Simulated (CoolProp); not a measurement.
Saturation properties of n-nonane.

The numbers come from the reference Helmholtz-energy equation of state, Lemmon 2006 in CoolProp. It is a short technical equation, of lower accuracy than the large ones.

```json
[
 {"T (K)": "471.6", "p (kPa)": "308.3", "liquid density (kg/m³)": "561.9", "enthalpy of vaporisation (kJ/kg)": "253.9", "surface tension (mN/m)": "7.37"},
 {"T (K)": "478.3", "p (kPa)": "353.1", "liquid density (kg/m³)": "554.6", "enthalpy of vaporisation (kJ/kg)": "248.4", "surface tension (mN/m)": "6.87"},
 {"T (K)": "485", "p (kPa)": "402.8", "liquid density (kg/m³)": "547.1", "enthalpy of vaporisation (kJ/kg)": "242.7", "surface tension (mN/m)": "6.37"},
 {"T (K)": "491.7", "p (kPa)": "457.6", "liquid density (kg/m³)": "539.4", "enthalpy of vaporisation (kJ/kg)": "236.7", "surface tension (mN/m)": "5.89"},
 {"T (K)": "498.5", "p (kPa)": "518.8", "liquid density (kg/m³)": "531.3", "enthalpy of vaporisation (kJ/kg)": "230.4", "surface tension (mN/m)": "5.40"},
 {"T (K)": "505.2", "p (kPa)": "585.1", "liquid density (kg/m³)": "523.1", "enthalpy of vaporisation (kJ/kg)": "223.9", "surface tension (mN/m)": "4.93"},
 {"T (K)": "511.9", "p (kPa)": "657.6", "liquid density (kg/m³)": "514.5", "enthalpy of vaporisation (kJ/kg)": "217.1", "surface tension (mN/m)": "4.47"},
 {"T (K)": "518.6", "p (kPa)": "736.7", "liquid density (kg/m³)": "505.4", "enthalpy of vaporisation (kJ/kg)": "209.9", "surface tension (mN/m)": "4.01"},
 {"T (K)": "525.4", "p (kPa)": "824.3", "liquid density (kg/m³)": "495.8", "enthalpy of vaporisation (kJ/kg)": "202.2", "surface tension (mN/m)": "3.57"},
 {"T (K)": "532.1", "p (kPa)": "918.2", "liquid density (kg/m³)": "485.8", "enthalpy of vaporisation (kJ/kg)": "194.1", "surface tension (mN/m)": "3.14"},
 {"T (K)": "538.8", "p (kPa)": "1020", "liquid density (kg/m³)": "475.2", "enthalpy of vaporisation (kJ/kg)": "185.4", "surface tension (mN/m)": "2.72"},
 {"T (K)": "545.5", "p (kPa)": "1131", "liquid density (kg/m³)": "463.8", "enthalpy of vaporisation (kJ/kg)": "176.0", "surface tension (mN/m)": "2.31"},
 {"T (K)": "552.3", "p (kPa)": "1252", "liquid density (kg/m³)": "451.2", "enthalpy of vaporisation (kJ/kg)": "165.7", "surface tension (mN/m)": "1.92"},
 {"T (K)": "559", "p (kPa)": "1382", "liquid density (kg/m³)": "437.6", "enthalpy of vaporisation (kJ/kg)": "154.3", "surface tension (mN/m)": "1.54"},
 {"T (K)": "565.7", "p (kPa)": "1523", "liquid density (kg/m³)": "422.2", "enthalpy of vaporisation (kJ/kg)": "141.6", "surface tension (mN/m)": "1.18"}
]
```

It boils at 423.9 K under 1 atm.

Surface tension comes from a separate correlation (Mulero 2012).
